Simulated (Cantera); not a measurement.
What does this Cantera script print?

```python
import numpy as np
import cantera as ct

gas_names = """
    H H2 Si SiH SiH2 SiH3 SiH4 Si2 Si3
""".split()
cond_names = """
    Si(cr) Si(L)
""".split()


# ... load() reads the species with a 1 bar reference pressure and builds the phases ...
atoms = {
    'Si': {'Si': 1},
    'H2': {'H': 2},
}
top_T = {}  # K; cautious upper limits of use, not melting points


# ... equilibrate(T, P, feed) seeds the gas with the atoms and calls Mixture.equilibrate('TP', solver="vcs", rtol=1e-11, max_steps=5000) ...
results = []
feed = {'Si': 1, 'H2': 0.87}  # mol
T = 1650  # K
P = 98000  # Pa
mix = equilibrate(T, P, feed)
results.append((T, P, feed, dict(zip(mix.species_names, mix.species_moles))))
print(gas.report(threshold=0.001))
for i in range(1, mix.n_phases):
    print(f"{mix.phase(i).name:16s} {mix.phase_moles(i):12.5e} mol")
```

Output:

```
       temperature   1650 K
          pressure   98000 Pa
           density   0.014403 kg/m^3
  mean mol. weight   2.0162 kg/kmol
   phase of matter   gas

                          1 kg             1 kmol
                     ---------------   ---------------
          enthalpy        2.0461e+07        4.1253e+07  J
   internal energy        1.3657e+07        2.7534e+07  J
           entropy             90358        1.8218e+05  J/K
    Gibbs function       -1.2863e+08       -2.5935e+08  J
 heat capacity c_p             16339             32944  J/K
 heat capacity c_v             12216             24629  J/K

                      mass frac. Y      mole frac. X     chem. pot. / RT
                     ---------------   ---------------   ---------------
                H2           0.99979            0.9999           -18.905
     [   +8 minor]        0.00020596        0.00010244

Si(cr)            9.99991e-01 mol
```

Cantera equilibrium calculation (NASA polynomials, part measured and part estimated; ideal gas, pure solids and liquids).
